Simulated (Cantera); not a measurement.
What does this Cantera script print?

```python
import numpy as np
import cantera as ct

gas_names = [...]  # 136 gases of nasa_gas.yaml made of C, H, N, O
cond_names = """
    C(gr) C6H6(L) C7H8(L) C8H18(L),n-octa H2O(s) H2O(L)
""".split()


# ... load() reads the species with a 1 bar reference pressure and builds the phases ...
atoms = {
    'C3H8': {'C': 3, 'H': 8},
    'H2': {'H': 2},
    'N2': {'N': 2},
    'O2': {'O': 2},
}
top_T = {'C(gr)': 4500}  # K; cautious upper limits of use, not melting points


# ... equilibrate(T, P, feed) seeds the gas with the atoms and calls Mixture.equilibrate('TP', solver="vcs", rtol=1e-11, max_steps=5000) ...
results = []
feed = {'C3H8': 1, 'H2': 41, 'N2': 1.8, 'O2': 0.017}  # mol
P = 13332.2  # Pa
for T in [1248, 1348, 1448, 1548, 1648, 1748, 1848, 1948, 2048, 2148, 2248, 2348]:
    mix = equilibrate(T, P, feed)
    results.append((T, P, feed, dict(zip(mix.species_names, mix.species_moles))))

top = {s: max(r[3][s] / sum(r[3][g] for g in gas_names) for r in results) for s in gas_names}
cols = sorted((s for s in top if top[s] > 0.0001), key=lambda s: -top[s])[:5]
seen = [c for c in cond_names if any(r[3].get(c, 0) > 1e-12 for r in results)]
print("log10 of partial pressures in bar; condensed amounts in mol")
print(f"{'T/K':>10s}" + "".join(f"{s[:9]:>10s}" for s in cols + seen))
for T, P, feed, n in results:
    ng = sum(n[g] for g in gas_names)
    print(f"{T:10.4g}" + "".join(f"{np.log10(max(n[s] / ng * P / 1e5, 1e-99)):10.3f}" for s in cols)
          + "".join(f"{n.get(c, 0):10.4g}" for c in seen))
```

Output:

```
log10 of partial pressures in bar; condensed amounts in mol
       T/K        H2        N2         H       HCN C2H2,acet     C(gr)
      1248    -0.893    -2.290    -6.777    -5.497    -7.507     2.901
      1348    -0.893    -2.290    -6.082    -5.086    -6.813     2.929
      1448    -0.893    -2.291    -5.482    -4.733    -6.216      2.94
      1548    -0.893    -2.292    -4.958    -4.426    -5.697     2.939
      1648    -0.893    -2.293    -4.497    -4.157    -5.242     2.929
      1748    -0.893    -2.296    -4.088    -3.920    -4.840     2.907
      1848    -0.894    -2.299    -3.722    -3.709    -4.483     2.867
      1948    -0.895    -2.305    -3.394    -3.522    -4.163     2.803
      2048    -0.896    -2.312    -3.098    -3.355    -3.876     2.705
      2148    -0.899    -2.322    -2.830    -3.207    -3.617     2.557
      2248    -0.904    -2.336    -2.586    -3.075    -3.384     2.346
      2348    -0.912    -2.353    -2.364    -2.958    -3.174      2.05
```

Equilibrium computed with Cantera from the NASA thermochemical tables; the gas is ideal and each condensed phase is pure.
